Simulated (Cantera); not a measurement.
# Thermodynamics of titanium nitride, carbide and oxide coatings, feed Ti(OiPr)4 + H2O

Input: 1 mol Ti(OiPr)4, 22 mol H2O, equilibrated at 0.00110 bar.

Equilibrium computed with Cantera from the NASA thermochemical tables; the gas is ideal and each condensed phase is pure. Candidate condensed phases: C, C6H6, C7H8, C8H18, H2O, Ti, TiC, TiO, TiO2, Ti2O3, Ti3O5, Ti4O7; 113 gas species. The feed counts by its element totals alone. Condensed phases not in the tables: Magnéli phases beyond Ti4O7. The numbers say what is thermodynamically allowed, not how fast it happens.

From 1002 °C to 1702 °C the condensed part is TiO2(rutile). At 1802 °C the condensed part is Ti4O7(l).

```
T (°C)   x H2   x CO  x H2O       x H   x CO2      x OH    x TiO2  n TiO2(rutile)  n Ti4O7(l)
------  -----  -----  -----  --------  ------  --------  --------  --------------  ----------
1002    0.546  0.204  0.204   1.64e-5  0.0459   7.14e-8    <1e-12            1.00           0
1102    0.540  0.210  0.210   7.59e-5  0.0397   5.32e-7  1.00e-11            1.00           0
1202    0.535  0.215  0.215  0.000286  0.0349   3.01e-6  3.93e-10            1.00           0
1302    0.530  0.219  0.219  0.000913  0.0311   1.37e-5   9.58e-9            1.00           0
1402    0.526  0.222  0.221   0.00254  0.0281   5.17e-5   1.58e-7           1.000           0
1502    0.521  0.223  0.223   0.00630  0.0257  0.000168   1.89e-6           1.000           0
1602    0.513  0.224  0.224    0.0142  0.0238  0.000481   1.71e-5           0.999           0
1702    0.501  0.224  0.223    0.0292  0.0222   0.00124  0.000124           0.994           0
1802    0.476  0.221  0.223    0.0554  0.0213   0.00296  0.000628               0       0.242
```
x: gas mole fraction; n: condensed amount in mol.
